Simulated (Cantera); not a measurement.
A closed system holds: 1 mol Al2O3, 3.3 mol BCl3, a varied amount of O2, held at 1225 K and 0.160 bar.

These are equilibrium values from Cantera (NASA tables, ideal gas, pure condensed phases), not measurements of a reactor. Candidate condensed phases: Al, AlCl3, Al2O3, B, B2O3; 30 gas species. Mutual solubility and eutectic melting of coexisting phases are not modelled. Condensed phases not in the tables: borates and borosilicate glass, alloys, solid solutions and most ternary compounds. Equilibrium is a limit: real reactors are often held back by kinetics, nucleation or transport.

Q: At 2.8 mol O2, list the 4 most abundant gas species with their mole fractions, and the condensed phases.

A: Cl2 0.924, O2 0.0612, Cl 0.0147, AlCl3 5.73e-5. Condensed: Al2O3(s) + B2O3(l).
